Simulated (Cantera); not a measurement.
**SiH4 + Cl2 + H2 (silicon epitaxy and polysilicon growth)**

Input: 1 mol SiH4, 0.77 mol Cl2, 51 mol H2, at 82.5 Torr.

These are equilibrium values from Cantera (NASA tables, ideal gas, pure condensed phases), not measurements of a reactor. Candidate condensed phases: Si; 19 gas species. The tables' values for SiCl3, SiCl are old estimates; treat these amounts as uncertain. Gases not in the tables: Si2H6 and higher silanes. Rates play no part.

```csv
T (°C),x H2,x HCl,x SiCl2,x H,n Si(s),n Si(l)
1050,0.974,0.0244,0.00167,4.72e-6,0.894,0
1125,0.973,0.0246,0.00183,1.41e-5,0.894,0
1200,0.973,0.0245,0.00194,3.76e-5,0.891,0
1275,0.973,0.0244,0.00204,9.16e-5,0.888,0
1350,0.973,0.0243,0.00212,0.000206,0.884,0
1425,0.973,0.0242,0.00217,0.000430,0,0.881
1500,0.972,0.0246,0.00199,0.000846,0,0.888
```
x: gas mole fraction; n: condensed amount in mol.

From 1050 °C to 1350 °C the condensed part is Si(s). From 1425 °C to 1500 °C the condensed part is Si(l). The main Si-bearing gas is SiCl2 throughout.
